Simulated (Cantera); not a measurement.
## Fluorocarbon and chlorocarbon gases: CH3Cl + Si + H2

Feed: 1 mol CH3Cl, 0.46 mol Si, a varied amount of H2, equilibrated at 1873 K and 1000 Pa.

Equilibrium computed with Cantera from the NASA thermochemical tables; the gas is ideal and each condensed phase is pure. Candidate condensed phases: C, C6H6, C7H8, C8H18, Si, SiC; 109 gas species. The tables' values for SiCl3, SiCl are old estimates; treat these amounts as uncertain. Equilibrium is a limit: real reactors are often held back by kinetics, nucleation or transport.

From 0.34 mol H2 to 9.3 mol H2 the condensed part is C(graphite) + SiC(s). The main Si-bearing gas is SiCl2 throughout. The share of Si in condensed phases is highest at 9.3 mol H2 (98.0 %) and lowest at 0.34 mol H2 (88.3 %).

```
n(H2) (mol)   x H2   x HCl   x SiCl2      x H      x Cl   x SiCl3  x C2H2 (acetylene)  n C(graphite)  n SiC(s)
-----------  -----  ------  --------  -------  --------  --------  ------------------  -------------  --------
0.34         0.592   0.377    0.0224  0.00497   0.00240  0.000407            0.000185          0.593     0.406
0.46         0.610   0.362    0.0199  0.00504   0.00226  0.000343            0.000190          0.589     0.410
0.62         0.632   0.343    0.0173  0.00513   0.00211  0.000276            0.000197          0.585     0.414
0.84         0.658   0.319    0.0144  0.00524   0.00192  0.000210            0.000205          0.581     0.418
1.1          0.685   0.295    0.0119  0.00534   0.00174  0.000157            0.000214          0.576     0.422
1.5          0.719   0.265   0.00906  0.00547   0.00153  0.000105            0.000224          0.571     0.427
2.1          0.758   0.229   0.00642  0.00562   0.00128   6.26e-5            0.000236          0.565     0.433
2.8          0.791   0.197   0.00457  0.00574   0.00108   3.76e-5            0.000247          0.560     0.437
3.8          0.825   0.165   0.00306  0.00586  0.000887   2.06e-5            0.000257          0.555     0.442
5.1          0.855   0.136   0.00200  0.00597  0.000717   1.09e-5            0.000267          0.551     0.445
6.9          0.883   0.109   0.00125  0.00606  0.000566   5.37e-6            0.000276          0.547     0.448
9.3          0.906  0.0862  0.000763  0.00614  0.000443   2.56e-6            0.000283          0.543     0.451
```
x: gas mole fraction; n: condensed amount in mol.
